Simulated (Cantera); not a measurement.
A closed system holds: 1 mol (CH₃)₂SiCl₂, 2.5 mol H₂, 0.012 mol C₂H₂, at 345 Torr.

These are equilibrium values from Cantera (NASA tables, ideal gas, pure condensed phases), not measurements of a reactor. Candidate condensed phases: C, C₆H₆, C₇H₈, C₈H₁₈, Si, SiC; 109 gas species. The feed counts by its element totals alone. Gases not in the tables: Si₂H₆ and higher silanes. The numbers say what is thermodynamically allowed, not how fast it happens.

Problem. What share of the Si ends up in condensed phases as a function of T (K), at 1798, 1898, 1998, 2098, 2198, 2298, 2398, 2498?

Solution. 
| T (K) | Si condensed (%) | as |
|---|---|---|
| 1798 | 93.5 | SiC(s) |
| 1898 | 92.0 | SiC(s) |
| 1998 | 90.3 | SiC(s) |
| 2098 | 88.4 | SiC(s) |
| 2198 | 86.3 | SiC(s) |
| 2298 | 84.0 | SiC(s) |
| 2398 | 81.1 | SiC(s) |
| 2498 | 76.9 | SiC(s) |
